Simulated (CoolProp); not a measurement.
A simple Rankine cycle with R123: condensing at 297.15 K, boiler at 0.497 MPa, turbine inlet 368.8 K, turbine efficiency 0.85, pump efficiency 0.6, no recuperator. Each further row changes one setting.

Values from CoolProp's reference Helmholtz-energy equation of state, Younglove 1994. It is a modified Benedict-Webb-Rubin equation, recast in Helmholtz form.

| case | thermal efficiency (%) | net work (kJ/kg) | heat in (kJ/kg) | turbine exit temperature (K) | volume ratio over the turbine |
|---|---|---|---|---|---|
| as stated | 11.7 | [?] | 217 | 325.3 | [?] |
| turbine inlet 388.8 K | 11.6 | 27.1 | 233 | [?] | 5.38 |
| condensing temperature 289.15 K | 13.2 | 29.6 | 225 | [?] | 7.29 |
| boiler pressure 0.348 MPa | 9.5 | [?] | 220 | 335.1 | 3.78 |
| turbine efficiency 0.75 | [?] | 22.3 | 217 | 329.5 | 5.51 |

Q: Fill in the missing entries.

A: 
- as stated, net work (kJ/kg): 25.3
- as stated, volume ratio over the turbine: 5.43
- turbine inlet 388.8 K, turbine exit temperature (K): 345.2
- condensing temperature 289.15 K, turbine exit temperature (K): 318.4
- boiler pressure 0.348 MPa, net work (kJ/kg): 20.8
- turbine efficiency 0.75, thermal efficiency (%): 10.3
